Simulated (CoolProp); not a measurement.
Model: reference Helmholtz-energy equation of state, Guder 2009, in CoolProp.

Task: Give the vapour pressure (kPa), enthalpy of vaporisation (kJ/kg), surface tension (mN/m), vapour viscosity (µPa s) of saturated sulfur hexafluoride at -33.75, -28.85, -23.95 °C.

Result: 
```
T (°C)  p (kPa)  enthalpy of vaporisation (kJ/kg)  surface tension (mN/m)  vapour viscosity (µPa s)
------  -------  --------------------------------  ----------------------  ------------------------
-33.75      431                               104                    9.15                      12.8
-28.85      513                               101                    8.44                      13.1
-23.95      606                              98.6                    7.74                      13.3
```

Viscosity comes from a separate model (Quiñones-Cisneros 2012). Surface tension comes from a separate correlation (Mulero 2012).
